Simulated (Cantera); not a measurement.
Charge: 1 mol Ta₂O₅, 0.48 mol H₂, 0.59 mol H₂O, held at 2175 K and 0.353 Torr.

Equilibrium computed with Cantera from the NASA thermochemical tables; the gas is ideal and each condensed phase is pure. Equilibrium is a limit: real reactors are often held back by kinetics, nucleation or transport.

```tsv
species	before	after
H₂	0.364	0.794
H	0.136	0.201
H₂O	0.466	0.00248
OH	0.0234	8.41e-5
TaO₂	0.00161	0.00215
O₂	0.00332	1.97e-8
TaO	8.75e-7	0.000482
O	0.00612	1.49e-5
Ta₂O₅(l), mol	0.999	0
```
Gas species are given as mole fractions.

Name the change that produced these shifts.
A) temperature from 2175 K to 1298.15 K
B) temperature from 2175 K to 1498 K
C) H₂ from 0.48 to 680 mol
D) H₂O from 0.59 to 6.7 mol

C, H₂ from 0.48 to 680 mol
